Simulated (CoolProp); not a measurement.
A single-stage vapour-compression cycle with ethylene: evaporating at 244.15 K (dew point), condensing at 271.15 K (bubble point), superheat 10 K, subcooling 2 K, compressor efficiency 0.85, no pressure losses. Each further row changes one setting.

Computed with CoolProp (reference Helmholtz-energy equation of state, Smukala 2000).

```json
[
 {"case": "as stated", "cooling COP": "5.26", "pressure ratio": "1.97", "discharge temperature (K)": "302.4", "refrigerating effect (kJ/kg)": "259", "volumetric capacity (kJ/m³)": "8820"},
 {"case": "evaporating temperature 249.15 K", "cooling COP": "6.72", "pressure ratio": "1.72", "discharge temperature (K)": "298.1", "refrigerating effect (kJ/kg)": "260", "volumetric capacity (kJ/m³)": "10200"},
 {"case": "condensing temperature 266.15 K", "cooling COP": "6.91", "pressure ratio": "1.75", "discharge temperature (K)": "293.8", "refrigerating effect (kJ/kg)": "279", "volumetric capacity (kJ/m³)": "9500"},
 {"case": "subcooling 7 K", "cooling COP": "5.71", "pressure ratio": "1.97", "discharge temperature (K)": "302.4", "refrigerating effect (kJ/kg)": "281", "volumetric capacity (kJ/m³)": "9570"},
 {"case": "superheat 20 K", "cooling COP": "5.23", "pressure ratio": "1.97", "discharge temperature (K)": "313.1", "refrigerating effect (kJ/kg)": "279", "volumetric capacity (kJ/m³)": "8780"},
 {"case": "compressor efficiency 0.75", "cooling COP": "4.64", "pressure ratio": "1.97", "discharge temperature (K)": "305.3", "refrigerating effect (kJ/kg)": "259", "volumetric capacity (kJ/m³)": "8820"}
]
```
